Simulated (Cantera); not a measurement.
What does this Cantera script print?

```python
import numpy as np
import cantera as ct

gas = ct.Solution("gri30.yaml", transport_model="mixture-averaged")
show = ['NO', 'O', 'CH4']

rows = []
print(f"{'T/K':>7s}{'rho':>11s}{'cp':>10s}{'mu':>11s}{'lambda':>11s}{'Pr':>7s}" + "".join(f"{'D_' + s:>11s}" for s in show))
for T in [400, 650, 900, 1150, 1400, 1650, 1900]:
    gas.TPX = T, 101325, {'O2': 0.21, 'NO': 0.36}
    Pr = gas.cp_mass * gas.viscosity / gas.thermal_conductivity
    D = [gas.mix_diff_coeffs_mole[gas.species_index(s)] for s in show]
    rows.append([gas.density, gas.cp_mass, gas.viscosity, gas.thermal_conductivity, Pr, *D])
    print(f"{T:7g}{gas.density:11.4e}{gas.cp_mass:10.1f}{gas.viscosity:11.4e}"
          f"{gas.thermal_conductivity:11.4e}{Pr:7.3f}" + "".join(f"{d:11.4e}" for d in D))
print("SI units: kg/m3, J/kg/K, Pa s, W/m/K, m2/s")
```

Output:

```
    T/K        rho        cp         mu     lambda     Pr       D_NO        D_O      D_CH4
    400 9.3654e-01     976.6 2.4033e-05 3.2937e-02  0.713 3.3918e-05 5.3303e-05 3.7169e-05
    650 5.7633e-01    1040.1 3.3644e-05 4.9449e-02  0.708 7.7702e-05 1.2148e-04 8.5789e-05
    900 4.1624e-01    1098.5 4.1762e-05 6.4697e-02  0.709 1.3420e-04 2.0942e-04 1.4859e-04
   1150 3.2575e-01    1136.0 4.9021e-05 7.8692e-02  0.708 2.0197e-04 3.1490e-04 2.2394e-04
   1400 2.6758e-01    1163.0 5.5702e-05 9.1677e-02  0.707 2.8009e-04 4.3650e-04 3.1078e-04
   1650 2.2704e-01    1184.4 6.1955e-05 1.0387e-01  0.706 3.6787e-04 5.7316e-04 4.0833e-04
   1900 1.9717e-01    1201.6 6.7873e-05 1.1545e-01  0.706 4.6478e-04 7.2405e-04 5.1603e-04
SI units: kg/m3, J/kg/K, Pa s, W/m/K, m2/s
```

Cantera simulation using GRI-Mech 3.0 (53 species, 325 reactions); the numbers are that mechanism's predictions, not measurements. The composition is frozen, though it would react at the higher temperatures.
